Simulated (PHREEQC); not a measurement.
Make-up at 80 °C: 2e-07 mol/kgw H4SiO4 and 0.046 mol/kgw CuSO4. Closed to the air; pH follows from the charge balance.

Equilibrium calculation in PHREEQC: ion-association model, phreeqc.dat.

| Quantity | Result |
|---|---|
| pH | 4.14 |
| ionic strength | 0.100 mol/kgw |
| specific conductance | 11400 µS/cm |
| density | 0.979 g/cm³ |

```csv
species,molality,activity,log γ
SO4-2,0.0250,0.00836,-0.475
Cu+2,0.0249,0.00902,-0.440
CuSO4,0.0207,0.0212,0.010
HSO4-,0.000320,0.000242,-0.120
Cu2(OH)2+2,0.000204,6.74e-5,-0.481
H+,9.00e-5,7.28e-5,-0.092
CuOH+,1.66e-6,1.24e-6,-0.127
H4SiO4,2.00e-7,2.05e-7,0.010
Cu(OH)2,3.47e-8,3.55e-8,0.010
OH-,4.79e-9,3.54e-9,-0.132
```

Precipitation was switched off in this run. At this temperature some constants are extrapolated from 25 °C, and those without enthalpy data are left unchanged.
